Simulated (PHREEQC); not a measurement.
PHREEQC input (ion-association model, wateq4f.dat):

```
SOLUTION_SPECIES
  PO4-3 + 3H+ = H3PO4  # constants of phreeqc.dat
    -log_k 21.721
    -delta_h -10.1 kJ
SOLUTION 1
  temp 82
  units mol/kgw
  pH 7 charge
  F 0.25026
  K 0.00026
  P 0.12
SOLUTION 2
  temp 82
  units mol/kgw
  pH 7 charge
  Cl 0.007
  Cd 0.0035
  S(6) 0.095
  Na 0.004
END
SELECTED_OUTPUT 1
  -reset false
  -pH true
  -pe true
  -ionic_strength true
  -water true
  -totals Cd Cl F K Na P S S(-2) S(6)
  -molalities H+ Cd+2 Cl- F- K+ Na+ PO4-3 SO4-2 HPO4-2 H2PO4-
    NaHPO4- KHPO4- NaSO4- KSO4- HSO4- H2S HS- S-2 O2 OH-
    HF HF2- CdCl+ CdCl2 CdCl3- CdF+ CdF2 CdOH+ Cd(OH)2 Cd(OH)3-
    Cd(OH)4-2 Cd2OH+3 CdOHCl CdSO4 CdHS+ Cd(HS)2 Cd(HS)3- Cd(HS)4-2 Cd(SO4)2-2 H2F2
    NaF H3PO4
  -equilibrium_phases Cd(OH)2 Cd3(PO4)2 CdOHCl Halite Mirabilite CdF2
PRINT
  -reset false
MIX 1
  1 1
  2 0
EQUILIBRIUM_PHASES 1
  Cd(OH)2 0 0
  Cd3(PO4)2 0 0
  CdOHCl 0 0
  Halite 0 0
  Mirabilite 0 0
  CdF2 0 0
  O2(g) -0.68 10
END
# ... the last block is repeated for the other 10 points of share of solution B
```

Selected output (columns that matter, 11 of 11 rows; share of solution B added in front):

```
share of solution B	pH	mu	Cd	Cl	F	K	Na	P	S	m_H+	m_Cd+2	m_Cl-	m_K+	m_Na+
0	1.6587	0.025552	0	0	0.25026	0.00026	0	0.12	0	0.025292	0	0	0.00026	0
0.1	1.5857	0.033147	0.00035	0.0007	0.22523	0.000234	0.0004	0.108	0.0095	0.030304	0.00030183	0.00068914	0.00023172	0.00039803
0.2	1.5149	0.041112	0.0007	0.0014	0.20021	0.000208	0.0008	0.096	0.019	0.036062	0.00055817	0.0013627	0.0002046	0.00079393
0.3	1.4479	0.049491	0.00105	0.0021	0.17518	0.000182	0.0012	0.084	0.0285	0.042483	0.00079707	0.002025	0.00017821	0.0011887
0.4	1.3856	0.058255	0.0014	0.0028	0.15016	0.000156	0.0016	0.072	0.038	0.049458	0.0010289	0.0026783	0.00015228	0.001583
0.5	1.3282	0.067345	0.00175	0.0035	0.12513	0.00013	0.002	0.06	0.0475	0.056878	0.0012577	0.0033237	0.00012663	0.0019771
0.6	1.2756	0.0767	0.0021	0.0042	0.1001	0.000104	0.0024	0.048	0.057	0.064647	0.0014848	0.003962	0.00010116	0.0023711
0.7	1.2275	0.086264	0.00245	0.0049	0.075078	7.8e-05	0.0028	0.036	0.0665	0.072688	0.0017106	0.0045939	7.5792e-05	0.0027652
0.8	1.1833	0.095994	0.0028	0.0056	0.050052	5.2e-05	0.0032	0.024	0.076	0.080943	0.0019352	0.0052199	5.0491e-05	0.0031592
0.9	1.1426	0.10586	0.00315	0.0063	0.025026	2.6e-05	0.0036	0.012	0.0855	0.089366	0.0021582	0.0058404	2.5233e-05	0.0035534
1	1.105	0.11582	0.0035	0.007	0	0	0.004	0	0.095	0.097923	0.0023797	0.0064557	0	0.0039476
```

wateq4f.dat counts part of the HF as a dimer, H2F2, which phreeqc.dat doesn't know; its constant is uncertain. H3PO4, which wateq4f.dat lacks, is added to it with the constant of phreeqc.dat. Constants without temperature data keep their 25 °C values here. The database has no phosphate complexes of Cd.
